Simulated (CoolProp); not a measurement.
Nitrogen at 246.16 K and 0.978 MPa flows at 1 m/s in a round tube of 100 mm bore and 0.25 µm roughness, fully developed (64/Re and Nu = 3.66 if laminar; Colebrook and Gnielinski if turbulent). Each further row changes one setting.

Values from CoolProp's reference Helmholtz-energy equation of state, Span 2000.

| case | Reynolds number | Darcy friction factor | pressure drop (Pa/m) | heat-transfer coefficient (W/(m² K)) | mass flow (kg/h) |
|---|---|---|---|---|---|
| as stated | 87300 | 0.0185 | 1.25 | 37.1 | (withheld) |
| velocity 2 m/s | 175000 | 0.0161 | 4.34 | (withheld) | 763 |
| diameter 200 mm | 175000 | 0.0161 | 0.542 | 32.1 | (withheld) |

What belongs in the gaps?


- as stated, mass flow (kg/h): 382
- velocity 2 m/s, heat-transfer coefficient (W/(m² K)): 64.2
- diameter 200 mm, mass flow (kg/h): 1530

Viscosity comes from a separate model (Lemmon 2004). Thermal conductivity comes from a separate model (Lemmon 2004).
